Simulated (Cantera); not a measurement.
A closed system holds: 1 mol FeS2, 1.4 mol SO2, 1.2 mol O2, at 1898.15 K and 1330 Pa.

Equilibrium computed with Cantera from the NASA thermochemical tables; the gas is ideal and each condensed phase is pure. Candidate condensed phases: Fe, FeO, FeS, FeSO4, FeS2, Fe2O3, Fe2(SO4)3, Fe3O4, S; 12 gas species. The tables' stoichiometric FeO is somewhat more stable than real wüstite, so its field is too wide. FeO: taken at fixed stoichiometry. The numbers say what is thermodynamically allowed, not how fast it happens.

### Question
What is the equilibrium state?

### Answer
| Item | Value |
|---|---|
| x(SO2) | 0.686 |
| x(S2) | 0.196 |
| x(SO) | 0.107 |
| x(S) | 0.00604 |
| x(S2O) | 0.00387 |
| x(Fe) | 0.00134 |
| x(FeO) | 5.81e-5 |
| x(O2) | 9.72e-6 |
| x(O) | 7.93e-6 |
| n(FeO(l)) | 0.996 mol |
| gas amount | 2.837 mol |
| log10 activity of Fe(l) (absent) | -0.78 |
| log10 activity of S(l) (absent) | -2.81 |
